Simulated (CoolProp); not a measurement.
Vapour-liquid equilibrium of propane (1) + R114 (2) at 1.36 MPa; x and y are mole fractions of (1).

Model: multi-fluid Helmholtz-energy mixture model, Lemmon 2009 and Platzer 1990; pair parameters Bell 2016, in CoolProp. This equation is an older, rougher fit; its heat capacities, sound speeds and derivatives of the liquid may be far off and weren't checked against measurements.

| x | bubble temperature (°C) | y at the bubble point | dew temperature at overall composition x (°C) | liquid density (mol/L) |
|---|---|---|---|---|
| 0.05 | ___ | 0.119 | ___ | 7.107 |
| 0.125 | 84.9 | ___ | ___ | ___ |
| 0.2 | 78.3 | 0.401 | 88.6 | 7.661 |
| 0.275 | ___ | 0.504 | 84.9 | 7.922 |
| 0.35 | 67.4 | 0.590 | 81.0 | ___ |
| 0.425 | ___ | 0.661 | 77.0 | 8.427 |
| 0.5 | 59.0 | 0.721 | 72.8 | 8.679 |
| 0.575 | 55.4 | 0.774 | 68.3 | 8.935 |
| 0.65 | 52.1 | 0.821 | 63.6 | 9.198 |
| 0.725 | 49.2 | 0.863 | 58.7 | 9.471 |
| 0.8 | 46.4 | 0.903 | 53.6 | 9.758 |
| 0.875 | 43.8 | 0.940 | 48.3 | 10.06 |
| 0.95 | 41.3 | 0.976 | 43.1 | 10.38 |

What belongs in the gaps?


- 0.05, bubble temperature (°C): 92.4
- 0.05, dew temperature at overall composition x (°C): 95.6
- 0.125, y at the bubble point: 0.274
- 0.125, dew temperature at overall composition x (°C): 92.1
- 0.125, liquid density (mol/L): 7.390
- 0.275, bubble temperature (°C): 72.5
- 0.35, liquid density (mol/L): 8.176
- 0.425, bubble temperature (°C): 62.9

No azeotrope shows between x = 0.05 and 0.95.

The pair parameters rest on a limited set of measurements; away from them the model extrapolates.
